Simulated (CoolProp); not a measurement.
Computed with CoolProp (reference Helmholtz-energy equation of state, Smukala 2000).

Task: Give the vapour pressure (kPa), liquid density (kg/m³), vapour density (kg/m³), enthalpy of vaporisation (kJ/kg) of saturated ethylene at -116.15, -83.05 °C.

Result: 
```json
[
 {"T (°C)": "-116.15", "p (kPa)": "45.8", "liquid density (kg/m³)": "585", "vapour density (kg/m³)": "1.00", "enthalpy of vaporisation (kJ/kg)": "500"},
 {"T (°C)": "-83.05", "p (kPa)": "297", "liquid density (kg/m³)": "537", "vapour density (kg/m³)": "5.67", "enthalpy of vaporisation (kJ/kg)": "450"}
]
```
